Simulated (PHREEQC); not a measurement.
Solution A (0.00042 mol Ag2SO4, 0.00024 mol HF and 0.0074 mol Na2SO4 per kg of water) is mixed with solution B (0.021 mol/kgw HCl and 0.0023 mol/kgw MnSO4) at 25 °C; shares are by mass of water, 1 kg in all. No oxygen is let in. CO2 from the air is kept out. Only these solids could form: Pyrochroite, Cerargyrite, Ag2O, Ag2SO4, Halite, Mirabilite.

The series has 21 steps of share of solution B, from 0 to 1.

Computed with PHREEQC (ion-association model, wateq4f.dat).

Q: Which solids form, in which order, and at which step of the series does each first stand?

A: Cerargyrite from share of solution B = 0.05 (pH 3.13), last present at share of solution B = 0.95.
